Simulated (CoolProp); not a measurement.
Properties of hydrogen chloride at several states (Tc = 51.5 °C, pc = 83.14 bar, ω = 0.130).

The numbers come from the reference Helmholtz-energy equation of state, Thol 2018 in CoolProp.

```tsv
T (°C)	p (bar)	phase	cv (kJ/(kg K))	expansivity (1/kK)
295.25	8.24	gas	0.5815	1.800
222.55	243	supercritical	0.6518	___
103.85	0.212	gas	0.5717	2.657
-68.55	0.228	gas	___	4.972
348.15	1.8	gas	0.5854	1.616
250.65	0.409	gas	___	1.912
```

Question: Complete the blanks.

Answer: 
- 222.55, expansivity (1/kK): 4.067
- -68.55, cv (kJ/(kg K)): 0.5757
- 250.65, cv (kJ/(kg K)): 0.5770
